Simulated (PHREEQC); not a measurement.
0.2 mol of Cu3(PO4)2:3H2O (Cu3(PO4)2:3H2O) is brought to equilibrium with 1 kg of water, with rising amounts of NiCl2, at 25 °C. Oxygen alone is held at its pressure in air (log pO2 = -0.68). The system is closed to CO2. The run lets Cu3(PO4)2:3H2O, Tenorite, Atacamite, Ni(OH)2, Ni3(PO4)2 precipitate or redissolve, and no other solid.

All values are PHREEQC results (ion-association model with all activity coefficients set to 1, wateq4f.dat), not measurements.

```tsv
NiCl2 added (mol)	pH	dissolved Cu (mol/kgw)	dissolved P (mol/kgw)	Ni3(PO4)2 (mol)	Atacamite (mol)
0	5.78	0.000118	0.000227	0	0
0.0417	4.67	0.00207	0.000641	0.000660	0.000434
0.0833	4.44	0.00394	0.000864	0.00128	0.000588
0.125	4.32	0.00563	0.00101	0.00183	0.000693
0.167	4.25	0.00718	0.00113	0.00235	0.000774
0.208	4.19	0.00860	0.00122	0.00281	0.000838
0.25	4.15	0.00996	0.00130	0.00327	0.000893
0.292	4.12	0.0113	0.00137	0.00369	0.000942
0.333	4.09	0.0125	0.00143	0.00410	0.000984
0.375	4.07	0.0137	0.00148	0.00449	0.00102
0.417	4.04	0.0148	0.00153	0.00488	0.00106
0.458	4.03	0.0159	0.00158	0.00524	0.00109
0.5	4.01	0.0170	0.00162	0.00560	0.00112
```

Tenorite from the start (pH 5.78), last present at NiCl2 added = 0 mol; Atacamite from NiCl2 added = 0.0417 mol (pH 4.67); Ni3(PO4)2 from NiCl2 added = 0.0417 mol (pH 4.67).

H3PO4, which wateq4f.dat lacks, is added to it with the constant of phreeqc.dat. The database has no phosphate complexes of Cu, Ni.
